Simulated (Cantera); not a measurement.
Charge: 1 mol B2H6, 0.21 mol O2, 0.19 mol N2, at 1375 K and 0.00880 bar.

Method: chemical equilibrium by Gibbs-energy minimisation in Cantera with the NASA 1993 tables (ideal gas, pure condensed phases). Candidate condensed phases: B, BN, B2O3, B3O3H3, H2O; 39 gas species. The feed counts by its element totals alone. N2 is the only nitrogen source here; it is nearly inert below about 1500 K, so the nitride shown seldom forms there in practice. Mutual solubility and eutectic melting of coexisting phases are not modelled. Equilibrium is a limit: real reactors are often held back by kinetics, nucleation or transport.

Base state: H2 0.990, HBO 0.00861, B2O2 0.000808, B3O3H3 0.000645, HBO2 0.000158, B2O3 0.000149, H 3.63e-5, BO 1.00e-5 (mole fractions); condensed: B(s) + BN(s) + B2O3(l).

What changes in the equilibrium state with this change: pressure from 0.00880 bar to 0.240 bar?


```json
[
 {"species": "H2", "before": "0.990", "after": "0.995"},
 {"species": "B3O3H3", "before": "0.000645", "after": "0.00339"},
 {"species": "HBO", "before": "0.00861", "after": "0.00165"},
 {"species": "B2O2", "before": "0.000808", "after": "2.96e-5"},
 {"species": "BO", "before": "1.00e-5", "after": "3.67e-7"},
 {"species": "B2O3", "before": "0.000149", "after": "5.48e-6"},
 {"species": "H", "before": "3.63e-5", "after": "6.98e-6"},
 {"species": "B(s), mol", "before": "1.33", "after": "1.33"},
 {"species": "BN(s), mol", "before": "0.380", "after": "0.380"},
 {"species": "B2O3(l), mol", "before": "0.127", "after": "0.128"}
]
```

What changes in the equilibrium state with this change: N2 from 0.19 to 1.3 mol?


| species | before | after |
|---|---|---|
| H2 | 0.990 | 0.869 |
| N2 | 1.62e-8 | 0.127 |
| HBO2 | 0.000158 | 0.00209 |
| HBO | 0.00861 | 0.000572 |
| B3O3H3 | 0.000645 | 1.89e-7 |
| B2O2 | 0.000808 | 4.07e-6 |
| B(s), mol | 1.33 | 0 |
| BN(s), mol | 0.380 | 1.72 |
| B2O3(l), mol | 0.127 | 0.133 |

What changes in the equilibrium state with this change: temperature from 1375 K to 1548 K?


```json
[
 {"species": "H2", "before": "0.990", "after": "0.908"},
 {"species": "HBO", "before": "0.00861", "after": "0.0586"},
 {"species": "B2O2", "before": "0.000808", "after": "0.0249"},
 {"species": "BO", "before": "1.00e-5", "after": "0.000492"},
 {"species": "B2O3", "before": "0.000149", "after": "0.00593"},
 {"species": "B(s), mol", "before": "1.33", "after": "1.22"},
 {"species": "BN(s), mol", "before": "0.380", "after": "0.380"},
 {"species": "B2O3(l), mol", "before": "0.127", "after": "0"}
]
```
The tables' values for BH2 are old estimates; treat these amounts as uncertain.
